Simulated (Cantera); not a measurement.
**Adiabatic ignition**

An adiabatic, constant-pressure homogeneous reactor starts with 10.7 % CH4, 19.4 % O2, 69.9 % N2, equivalence ratio 1.1, at 1350 K and 0.800 bar.

Computed with Cantera and GRI-Mech 3.0 (53 species, 325 reactions).

| t (s) | T (K) | x CH4 | x O2 | x CO | x HCO | x C2H4 |
|---|---|---|---|---|---|---|
| 2.00e-6 | 1350 | 0.107 | 0.194 | <1e-12 | <1e-12 | <1e-12 |
| 8.29e-6 | 1350 | 0.107 | 0.194 | <1e-12 | <1e-12 | <1e-12 |
| 3.44e-5 | 1350 | 0.107 | 0.194 | 9.70e-12 | <1e-12 | 3.23e-12 |
| 0.000143 | 1350 | 0.107 | 0.194 | 8.85e-10 | 1.03e-12 | 3.94e-10 |
| 0.000591 | 1350 | 0.107 | 0.194 | 1.73e-7 | 5.88e-11 | 1.01e-7 |
| 0.00245 | 1352 | 0.106 | 0.194 | 3.87e-5 | 2.86e-9 | 1.10e-5 |
| 0.0102 | 2701 | <1e-12 | 0.0126 | 0.0503 | 4.34e-8 | <1e-12 |
| 0.0421 | 2697 | <1e-12 | 0.0119 | 0.0506 | 4.33e-8 | <1e-12 |
| 0.175 | 2697 | <1e-12 | 0.0119 | 0.0506 | 4.33e-8 | <1e-12 |
| 0.724 | 2697 | <1e-12 | 0.0119 | 0.0506 | 4.33e-8 | <1e-12 |
| 3.00 | 2697 | <1e-12 | 0.0119 | 0.0506 | 4.33e-8 | <1e-12 |
x: mole fraction; the columns are a selection and need not sum to one.

```
Quantity                                                           Value
---------------------------------  -------------------------------------
time of steepest temperature rise                                7.53 ms
temperature at 3.00 s                                             2697 K
equilibrium temperature                                           2697 K
x(CH4) at 3.00 s                   <1e-12 (gas-phase equilibrium <1e-12)
x(O2) at 3.00 s                    0.0119 (gas-phase equilibrium 0.0119)
x(CO) at 3.00 s                    0.0506 (gas-phase equilibrium 0.0506)
```
